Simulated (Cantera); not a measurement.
**Transport properties of process gases**

Gas mixture: 67.0 % O₂, 33.0 % H₂O, at 0.00260 bar, frozen composition.

Cantera's kinetic-theory transport with the Lennard-Jones parameters of GRI-Mech 3.0, ideal gas; thermal conductivity in the mixture-averaged form. Polar gases are described roughly by these parameters.

| T (K) | ρ (kg/m³) | cp (J/kg/K) | μ (µPa s) | λ (mW/m/K) | Pr | D (cm²/s) H | D (cm²/s) NO | D (cm²/s) H₂O |
|---|---|---|---|---|---|---|---|---|
| 400 | 0.00214 | 1150 | 21.9 | 34.9 | 0.721 | 846 | 138 | 156 |
| 600 | 0.00143 | 1223 | 30.3 | 51.9 | 0.713 | 1740 | 282 | 332 |
| 800 | 0.00107 | 1293 | 37.9 | 69.0 | 0.709 | 2860 | 461 | 558 |
| 1000 | 0.000856 | 1352 | 44.8 | 85.9 | 0.705 | 4190 | 673 | 826 |
| 1200 | 0.000713 | 1401 | 51.2 | 102 | 0.702 | 5700 | 914 | 1130 |
| 1400 | 0.000612 | 1445 | 57.3 | 118 | 0.701 | 7390 | 1180 | 1470 |
| 1600 | 0.000535 | 1484 | 63.1 | 134 | 0.700 | 9240 | 1480 | 1850 |
D: mixture-averaged diffusion coefficient of that species in the mixture.
